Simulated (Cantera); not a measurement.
**Hydrogen reduction and annealing atmospheres: Fe3O4 + H2 + N2**

Charge: 1 mol Fe3O4, 0.96 mol H2, 4.1 mol N2, at 0.0100 bar.

Method: chemical equilibrium by Gibbs-energy minimisation in Cantera with the NASA 1993 tables (ideal gas, pure condensed phases). Candidate condensed phases: Fe, FeO, Fe(OH)2, Fe(OH)3, Fe2O3, Fe3O4, H2O; 27 gas species. Mutual solubility and eutectic melting of coexisting phases are not modelled. The tables' stoichiometric FeO is somewhat more stable than real wüstite, so its field is too wide. FeO: taken at fixed stoichiometry. The numbers say what is thermodynamically allowed, not how fast it happens.

```json
[
 {"T (K)": "1275", "log p N2": "-2.09", "log p H2O": "-2.74", "log p H2": "-4.23", "log p O2": "-11.53", "n FeO(s)": "2.79", "n Fe3O4(s)": "0.0698", "n FeO(l)": "0"},
 {"T (K)": "1350", "log p N2": "-2.09", "log p H2O": "-2.73", "log p H2": "-4.31", "log p O2": "-10.23", "n FeO(s)": "2.81", "n Fe3O4(s)": "0.0650", "n FeO(l)": "0"},
 {"T (K)": "1425", "log p N2": "-2.09", "log p H2O": "-2.73", "log p H2": "-4.38", "log p O2": "-9.07", "n FeO(s)": "2.82", "n Fe3O4(s)": "0.0613", "n FeO(l)": "0"},
 {"T (K)": "1500", "log p N2": "-2.09", "log p H2O": "-2.73", "log p H2": "-4.44", "log p O2": "-8.03", "n FeO(s)": "2.82", "n Fe3O4(s)": "0.0584", "n FeO(l)": "0"},
 {"T (K)": "1575", "log p N2": "-2.09", "log p H2O": "-2.73", "log p H2": "-4.50", "log p O2": "-7.08", "n FeO(s)": "2.83", "n Fe3O4(s)": "0.0559", "n FeO(l)": "0"},
 {"T (K)": "1650", "log p N2": "-2.09", "log p H2O": "-2.73", "log p H2": "-4.55", "log p O2": "-6.22", "n FeO(s)": "0", "n Fe3O4(s)": "0.0532", "n FeO(l)": "2.84"},
 {"T (K)": "1725", "log p N2": "-2.09", "log p H2O": "-2.73", "log p H2": "-4.70", "log p O2": "-5.23", "n FeO(s)": "0", "n Fe3O4(s)": "0.0423", "n FeO(l)": "2.87"},
 {"T (K)": "1800", "log p N2": "-2.09", "log p H2O": "-2.73", "log p H2": "-4.81", "log p O2": "-4.38", "n FeO(s)": "0", "n Fe3O4(s)": "0", "n FeO(l)": "3.00"},
 {"T (K)": "1875", "log p N2": "-2.09", "log p H2O": "-2.73", "log p H2": "-4.54", "log p O2": "-4.34", "n FeO(s)": "0", "n Fe3O4(s)": "0", "n FeO(l)": "3.00"},
 {"T (K)": "1950", "log p N2": "-2.10", "log p H2O": "-2.74", "log p H2": "-4.31", "log p O2": "-4.27", "n FeO(s)": "0", "n Fe3O4(s)": "0", "n FeO(l)": "3.00"},
 {"T (K)": "2025", "log p N2": "-2.10", "log p H2O": "-2.75", "log p H2": "-4.12", "log p O2": "-4.18", "n FeO(s)": "0", "n Fe3O4(s)": "0", "n FeO(l)": "2.99"},
 {"T (K)": "2100", "log p N2": "-2.10", "log p H2O": "-2.77", "log p H2": "-3.96", "log p O2": "-4.07", "n FeO(s)": "0", "n Fe3O4(s)": "0", "n FeO(l)": "2.98"},
 {"T (K)": "2175", "log p N2": "-2.11", "log p H2O": "-2.79", "log p H2": "-3.85", "log p O2": "-3.92", "n FeO(s)": "0", "n Fe3O4(s)": "0", "n FeO(l)": "2.93"}
]
```
log p: log10 of the partial pressure in bar; n: condensed amount in mol.

From 1275 K to 1575 K the condensed part is FeO(s) + Fe3O4(s). From 1650 K to 1725 K the condensed part is FeO(l) + Fe3O4(s). From 1800 K to 2175 K the condensed part is FeO(l). The main Fe-bearing gas is Fe(OH)2 at 1275 K and Fe at 2175 K.
